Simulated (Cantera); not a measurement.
Input (Python, Cantera) and output of one run.

```python
import numpy as np
import cantera as ct

gas_names = """
    N NO NO2 NO3 N2 N2O O O2 O3 Si SiN SiO SiO2 Si2 Si2N Si3
""".split()
cond_names = """
    Si(cr) Si(L) SiO2(Lqz) SiO2(hqz) SiO2(L) Si2N2O(s) Si3N4(a)
""".split()


# ... load() reads the species with a 1 bar reference pressure and builds the phases ...
atoms = {
    'Si': {'Si': 1},
    'N2O': {'N': 2, 'O': 1},
    'N2': {'N': 2},
}
top_T = {'Si2N2O(s)': 2100, 'Si3N4(a)': 2400}  # K; cautious upper limits of use, not melting points


# ... equilibrate(T, P, feed) seeds the gas with the atoms and calls Mixture.equilibrate('TP', solver="vcs", rtol=1e-11, max_steps=5000) ...
results = []
feed = {'Si': 1, 'N2O': 0.69, 'N2': 99}  # mol
P = 133.322  # Pa
for T in [1023, 1123, 1223, 1323, 1423, 1523, 1623, 1723, 1823, 1923, 2023, 2123]:
    mix = equilibrate(T, P, feed)
    results.append((T, P, feed, dict(zip(mix.species_names, mix.species_moles))))

top = {s: max(r[3][s] / sum(r[3][g] for g in gas_names) for r in results) for s in gas_names}
cols = sorted((s for s in top if top[s] > 1e-05), key=lambda s: -top[s])[:5]
seen = [c for c in cond_names if any(r[3].get(c, 0) > 1e-12 for r in results)]
print("log10 of partial pressures in bar; condensed amounts in mol")
print(f"{'T/K':>10s}" + "".join(f"{s[:9]:>10s}" for s in cols + seen))
for T, P, feed, n in results:
    ng = sum(n[g] for g in gas_names)
    print(f"{T:10.4g}" + "".join(f"{np.log10(max(n[s] / ng * P / 1e5, 1e-99)):10.3f}" for s in cols)
          + "".join(f"{n.get(c, 0):10.4g}" for c in seen))
```

Output:

```
log10 of partial pressures in bar; condensed amounts in mol
       T/K        N2       SiO        Si      Si2N       SiN     Si(L) SiO2(hqz) Si2N2O(s)  Si3N4(a)
      1023    -2.875   -12.913   -23.299   -31.615   -23.335         0    0.1267    0.4367         0
      1123    -2.875   -10.599   -19.787   -26.877   -20.184         0    0.1267    0.4367         0
      1223    -2.875    -8.670   -16.855   -22.923   -17.555         0    0.1266    0.4366         0
      1323    -2.875    -7.038   -14.371   -19.577   -15.328         0    0.1244    0.4344         0
      1423    -2.876    -5.640   -12.239   -16.707   -13.418         0   0.06971    0.3797         0
      1523    -2.877    -5.294    -9.527   -12.494   -10.899         0         0      0.31         0
      1623    -2.878    -5.037    -7.123    -8.747    -8.664         0         0         0    0.1013
      1723    -2.878    -5.038    -6.007    -7.452    -7.697    0.2281         0         0         0
      1823    -2.879    -5.039    -5.416    -7.105    -7.239         0         0         0         0
      1923    -2.879    -5.039    -5.397    -7.814    -7.338         0         0         0         0
      2023    -2.879    -5.039    -5.392    -8.478    -7.440         0         0         0         0
      2123    -2.879    -5.039    -5.390    -9.084    -7.534         0         0         0         0
```

These are equilibrium values from Cantera (NASA tables, ideal gas, pure condensed phases), not measurements of a reactor. Mutual solubility and eutectic melting of coexisting phases are not modelled. The tables' values for SiN are old estimates; treat these amounts as uncertain. The tables hold silica as quartz up to 1696 K and as liquid above; real silica turns to tridymite and cristobalite and melts near 1996 K.
